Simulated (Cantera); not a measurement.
A closed system holds: 1 mol TEOS, 0.94 mol O2, held at 1802 °C and 8.00 Pa.

Equilibrium computed with Cantera from the NASA thermochemical tables; the gas is ideal and each condensed phase is pure. Candidate condensed phases: C, C6H6, C7H8, C8H18, H2O, Si, SiC, SiO2; 123 gas species. The feed counts by its element totals alone. Equilibrium is a limit: real reactors are often held back by kinetics, nucleation or transport.

Base state: H2 0.437, CO 0.313, H 0.197, Si 0.0471, SiC2 0.00273, SiO 0.00178, Si2C 0.000902, C2H2 (acetylene) 0.000542 (mole fractions); condensed: C(graphite).

### Question
What changes in the equilibrium state with this change: temperature from 1802 °C to 1052 °C?

### Answer
```tsv
species	before	after
H2	0.437	0.630
CO	0.313	0.370
SiO	0.00178	0.000316
H	0.197	0.000145
Si	0.0471	3.96e-9
SiC2	0.00273	<1e-9
Si2C	0.000902	<1e-9
C(graphite), mol	2.01	1.13
SiC(s), mol	0	0.995
```
